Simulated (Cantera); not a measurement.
borazine + H₂ (boron, boron nitride and boron oxide)

A closed system holds: 1 mol borazine, 39 mol H₂, at 458 Torr.

Equilibrium computed with Cantera from the NASA thermochemical tables; the gas is ideal and each condensed phase is pure. Candidate condensed phases: B, BN; 15 gas species. The feed counts by its element totals alone. Mutual solubility and eutectic melting of coexisting phases are not modelled. The tables' values for BH₂ are old estimates; treat these amounts as uncertain. Gases not in the tables: B₂H₆ and higher boranes. Kinetics and transport are ignored.

| T (K) | log p H₂ | log p H | log p N₂ | log p BH₂ | log p BH₃ | log p B | n BN(s) | n B(s) |
|---|---|---|---|---|---|---|---|---|
| 1348 | -0.21 | -5.74 | -7.40 | -7.40 | -7.30 | <-12 | 3.00 | 0 |
| 1498 | -0.21 | -4.87 | -6.34 | -6.20 | -6.51 | <-12 | 3.00 | 0 |
| 1648 | -0.21 | -4.16 | -5.45 | -5.24 | -5.88 | -10.60 | 3.00 | 0 |
| 1798 | -0.21 | -3.56 | -4.70 | -4.45 | -5.37 | -8.84 | 3.00 | 0 |
| 1948 | -0.22 | -3.05 | -4.06 | -3.79 | -4.94 | -7.37 | 2.99 | 0 |
| 2098 | -0.22 | -2.62 | -3.32 | -3.31 | -4.67 | -6.20 | 2.93 | 0.0304 |
| 2248 | -0.22 | -2.24 | -2.50 | -3.00 | -4.53 | -5.28 | 2.56 | 0.368 |
log p: log10 of the partial pressure in bar; n: condensed amount in mol.

From 1348 K to 1948 K the condensed part is BN(s). From 2098 K to 2248 K the condensed part is B(s) + BN(s).
